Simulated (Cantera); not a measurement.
Charge: 1 mol Fe(CO)5, 9.6 mol H2, 0.34 mol N2, at 58000 Pa.

Cantera equilibrium calculation (NASA polynomials, part measured and part estimated; ideal gas, pure solids and liquids). Candidate condensed phases: C, C6H6, C7H8, C8H18, Fe, Fe(CO)5, FeO, Fe(OH)2, Fe(OH)3, Fe2O3, Fe3O4, H2O; 140 gas species. Condensed phases not in the tables: cementite and carbon dissolved in iron. The numbers say what is thermodynamically allowed, not how fast it happens.

### Question
At 1150 K, list the 4 most abundant gas species with their mole fractions, and the condensed phases.

### Answer
H2 0.635, CO 0.329, N2 0.0231, H2O 0.00567. Condensed: C(graphite) + Fe(α).
